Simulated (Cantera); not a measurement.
## Carbothermic reduction: Ta2O5 + C + H2 + CO

A closed system holds: 1 mol Ta2O5, 1.3 mol C, 0.27 mol H2, 3.5 mol CO, at 23.0 Pa.

These are equilibrium values from Cantera (NASA tables, ideal gas, pure condensed phases), not measurements of a reactor. Candidate condensed phases: C, C6H6, C7H8, C8H18, H2O, Ta, TaC, Ta2O5; 113 gas species. Mutual solubility and eutectic melting of coexisting phases are not modelled. TaC: taken at fixed stoichiometry. Condensed phases not in the tables: Ta2C, N, O or C dissolved in the metal. Equilibrium is a limit: real reactors are often held back by kinetics, nucleation or transport.

```
T (°C)   x CO    x TaO2       x H      x H2     x TaO  n TaC(s)  n Ta2O5(s)  n Ta(s)  n Ta2O5(l)
------  -----  --------  --------  --------  --------  --------  ----------  -------  ----------
900     0.942    <1e-12   1.86e-6    0.0575    <1e-12     0.372       0.814        0           0
1100    0.942  1.25e-10   5.26e-5    0.0574  2.26e-12     0.372       0.814        0           0
1300    0.942   1.81e-7  0.000641    0.0571   1.16e-8     0.372       0.814        0           0
1500    0.940   4.85e-5   0.00440    0.0551   8.35e-6     0.372       0.814        0           0
1700    0.934   0.00284    0.0185    0.0433  0.000545         0       0.733    0.516           0
1900    0.852    0.0620    0.0488    0.0235    0.0127         0           0    0.409       0.586
2100    0.656     0.231    0.0640   0.00484    0.0427         0           0        0           0
2300    0.648     0.221    0.0709  0.000980    0.0498         0           0        0           0
```
x: gas mole fraction; n: condensed amount in mol.

From 900 °C to 1500 °C the condensed part is TaC(s) + Ta2O5(s). At 1700 °C the condensed part is Ta(s) + Ta2O5(s). At 1900 °C the condensed part is Ta(s) + Ta2O5(l). From 2100 °C to 2300 °C nothing is condensed.
